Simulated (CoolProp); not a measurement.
R1336mzz(E) along the isotherm 28.15 °C: density (kg/m³) from the reference equation and from simpler models built on Tc = 130.4 °C, pc = 27.79 bar, ω = 0.413; each cubic takes its own stable root.

Values from CoolProp's reference Helmholtz-energy equation of state, Akasaka 2023.

```json
[
 {"p (bar)": "0.0439", "phase": "gas", "reference": "0.2879"},
 {"p (bar)": "0.0902", "phase": "gas", "reference": "0.5926"},
 {"p (bar)": "0.185", "phase": "gas", "reference": "1.220"},
 {"p (bar)": "0.381", "phase": "gas", "reference": "2.530"},
 {"p (bar)": "0.781", "phase": "gas", "reference": "5.267"},
 {"p (bar)": "1.6", "phase": "gas", "reference": "11.16"},
 {"p (bar)": "3.3", "phase": "liquid", "reference": "1316"},
 {"p (bar)": "6.77", "phase": "liquid", "reference": "1318"},
 {"p (bar)": "13.9", "phase": "liquid", "reference": "1321"}
]
```

How far does each simpler model (van der Waals, Redlich-Kwong, Soave-Redlich-Kwong, Peng-Robinson) lie from the reference over these 9 states: mean and median of the absolute difference, and the worst?


- van der Waals: mean 26.9 %, median 1.2 %, worst -98.2 % at 28.15 °C and 3.3 bar
- Redlich-Kwong: mean 15.4 %, median 0.7 %, worst -98.2 % at 28.15 °C and 3.3 bar
- Soave-Redlich-Kwong: mean 4.4 %, median 0.3 %, worst -13.0 % at 28.15 °C and 3.3 bar
- Peng-Robinson: mean 0.5 %, median 0.2 %, worst -1.4 % at 28.15 °C and 3.3 bar

At some of these states van der Waals, Redlich-Kwong gives the other phase, because its saturation line lies elsewhere.
